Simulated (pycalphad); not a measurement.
Computed with pycalphad from the COST 507 light-alloy database (1999), at 1 atm. These are 1990s assessments: newer ones move some temperatures and phases. Kinetics are ignored, which matters at the lower temperatures.

Molar enthalpy of Hf-0.154C (wt.%) in equilibrium (SER reference):

| T (K) | H (kJ/mol) | phases |
|---|---|---|
| 3300 | 134.82 | LIQUID |
| 3100 | 126.09 | LIQUID |
| 2900 | 117.37 | LIQUID |
| 2700 | 108.65 | LIQUID |
| 2600 | 104.29 | LIQUID |
| 2500 | 96.18 | LIQUID + HCP_A3 |
| 2400 | 66.02 | HCP_A3 + BCC_A2 |
| 2300 | 61.17 | HCP_A3 |
| 2100 | 53.10 | HCP_A3 |
| 1900 | 45.35 | HCP_A3 |
| 1700 | 37.92 | HCP_A3 |
| 1500 | 30.81 | HCP_A3 |
| 1300 | 24.02 | HCP_A3 |
| 1100 | 17.55 | HCP_A3 |
| 900 | 11.40 | HCP_A3 |
| 700 | 5.46 | HCP_A3 + FCC_A1 |
| 500 | -0.26 | HCP_A3 + FCC_A1 |

Cooling from 2600 K to 2400 K, across the freezing range, releases 38.3 kJ/mol, or 219 J/g. The slope is 44 J/(mol K) in the liquid and 48 J/(mol K) just below the solidus, where it includes any heat of precipitation. Liquidus 2507 K, solidus 2479 K. Changes were sought between steps of 100 K, so a narrower field can be missed.

FCC_A1 is fcc; BCC_A2 is bcc; HCP_A3 is hcp. The fcc model also describes the rock-salt carbide or nitride (TiC, TiN, HfC).
